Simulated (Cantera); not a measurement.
Feed: 1 mol trisilylamine, 19 mol NH3, held at 3.10 mbar.

Cantera equilibrium calculation (NASA polynomials, part measured and part estimated; ideal gas, pure solids and liquids). Candidate condensed phases: Si, Si3N4; 18 gas species. The feed counts by its element totals alone. Gases not in the tables: Si2H6 and higher silanes. Equilibrium is a limit: real reactors are often held back by kinetics, nucleation or transport.

Problem. Which condensed phases are stable at each of these points (T (K)): 773, 973, 1173, 1373, 1573, 1773, 1973, 2173?

Solution. 
```tsv
T (K)	condensed phases	Si condensed (%)
773	Si3N4(s)	100.0
973	Si3N4(s)	100.0
1173	Si3N4(s)	100.0
1373	Si3N4(s)	100.0
1573	Si3N4(s)	100.0
1773	Si(l)	98.9
1973	Si(l)	83.7
2173	gas only	0.0
```

From 773 K to 1573 K the condensed part is Si3N4(s). From 1773 K to 1973 K the condensed part is Si(l). At 2173 K nothing is condensed.
